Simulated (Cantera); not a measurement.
Input (Python, Cantera):

```python
import numpy as np
import cantera as ct

gas = ct.Solution("gri30.yaml")
gas.TPX = 723, 1600000, {'CH4': 1.4, 'O2': 2.04, 'N2': 19.6}
inlet = ct.Reservoir(gas, clone=True)
gas.equilibrate("HP")  # start burning
reactor = ct.IdealGasConstPressureReactor(gas, energy="on", clone=False)
exhaust = ct.Reservoir(gas, clone=True)
tau = [0.044, 0.021, 0.0098, 0.0046, 0.0022, 0.001, 0.00048, 0.00023, 0.00011, 5.1e-05, 2.4e-05][0]
for a, b in ((inlet, reactor), (reactor, exhaust)):
    ct.MassFlowController(a, b, mdot=lambda t: reactor.mass / tau)
net = ct.ReactorNet([reactor])
show = ['CH4', 'O2', 'CH3', 'CH2CO', 'CH2O']

rows = []
print(f"{'tau/s':>10s}{'T/K':>9s}" + "".join(f"{s:>11s}" for s in show))
for tau in [0.044, 0.021, 0.0098, 0.0046, 0.0022, 0.001, 0.00048, 0.00023, 0.00011, 5.1e-05, 2.4e-05]:
    net.initial_time = 0.0
    net.advance(30 * tau)
    before = gas.X
    net.advance(40 * tau)
    drift = np.max(np.abs(gas.X - before) / (gas.X + 1e-9))
    rows.append([gas.T, *gas[show].X, drift])
    print(f"{tau:10.3e}{gas.T:9.1f}" + "".join(f"{x:11.3e}" for x in gas[show].X))
```

Result:

```
     tau/s      T/K        CH4         O2        CH3      CH2CO       CH2O
 4.400e-02   1610.6  6.363e-03  1.901e-03  4.028e-05  3.606e-05  1.836e-05
 2.100e-02   1596.1  6.714e-03  3.099e-03  5.105e-05  5.929e-05  3.240e-05
 9.800e-03   1571.1  7.287e-03  5.172e-03  6.382e-05  1.000e-04  6.194e-05
 4.600e-03   1521.5  8.754e-03  9.450e-03  7.540e-05  1.810e-04  1.422e-04
 2.200e-03    723.0  6.076e-02  8.854e-02  2.311e-12  1.814e-18  2.028e-13
 1.000e-03    723.0  6.076e-02  8.854e-02  1.044e-12 -1.795e-26  4.164e-14
 4.800e-04    723.0  6.076e-02  8.854e-02  4.999e-13  7.041e-31  9.567e-15
 2.300e-04    723.0  6.076e-02  8.854e-02  2.392e-13 -1.474e-34  2.188e-15
 1.100e-04    723.0  6.076e-02  8.854e-02  1.144e-13  1.052e-39  5.015e-16
 5.100e-05    723.0  6.076e-02  8.854e-02  5.300e-14  1.600e-41  1.077e-16
 2.400e-05    723.0  6.076e-02  8.854e-02  2.495e-14  7.648e-43  2.389e-17
```

Computed with Cantera and GRI-Mech 3.0 (53 species, 325 reactions). The pressure lies above the range GRI-Mech 3.0 was tuned for (to about 10 atm).
